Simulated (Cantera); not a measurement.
An isothermal, constant-pressure homogeneous reactor starts with NO : N2 = 1 : 1.4 (molar parts), at 2025 K and 90.0 Torr.

Computed with Cantera and GRI-Mech 3.0 (53 species, 325 reactions).

Question: Predict: x(NO) at 10.0 s; x(O2) at 10.0 s; x(N2O) at 10.0 s; x(O) at 10.0 s; x(NO2) at 10.0 s.

Answer: 
```json
{
  "x(NO) at 10.0 s": "0.0229 (gas-phase equilibrium 0.00810)",
  "x(O2) at 10.0 s": "0.196 (gas-phase equilibrium 0.204)",
  "x(N2O) at 10.0 s": "3.11e-7 (gas-phase equilibrium 1.57e-7)",
  "x(O) at 10.0 s": "0.00104 (gas-phase equilibrium 0.00106)",
  "x(NO2) at 10.0 s": "1.27e-5 (gas-phase equilibrium 4.56e-6)"
}
```
